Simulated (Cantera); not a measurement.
Thermodynamics of silicon epitaxy and polysilicon growth, feed SiH₄ + Cl₂ + N₂

Charge: 1 mol SiH₄, 0.39 mol Cl₂, a varied amount of N₂, at 1452 °C and 750 Torr.

These are equilibrium values from Cantera (NASA tables, ideal gas, pure condensed phases), not measurements of a reactor. Candidate condensed phases: NH₄Cl, Si, Si₃N₄; 28 gas species. The tables' values for SiCl₃ are old estimates; treat these amounts as uncertain. Kinetics and transport are ignored.

```
n(N₂) (mol)   x N₂     x H₂    x HCl   x SiCl₂   x SiCl₃  n Si₃N₄(s)
-----------  -----  -------  -------  --------  --------  ----------
9            0.778    0.153   0.0671   0.00219  0.000268       0.324
12           0.826    0.119   0.0527   0.00166  0.000180       0.325
17           0.873   0.0873   0.0388   0.00118  0.000111       0.325
24           0.907   0.0635   0.0283  0.000846   6.78e-5       0.325
34           0.933   0.0457   0.0205  0.000601   4.10e-5       0.326
47           0.951   0.0335   0.0150  0.000437   2.56e-5       0.326
66           0.965   0.0241   0.0108  0.000312   1.55e-5       0.326
92           0.974   0.0174  0.00783  0.000225   9.50e-6       0.326
130          0.982   0.0124  0.00558  0.000159   5.69e-6       0.326
180          0.987  0.00897  0.00404  0.000115   3.50e-6       0.326
250          0.990  0.00648  0.00292   8.31e-5   2.15e-6       0.326
```
x: gas mole fraction; n: condensed amount in mol.

From 9 mol N₂ to 250 mol N₂ the condensed part is Si₃N₄(s). The main Si-bearing gas is SiCl₂ throughout.
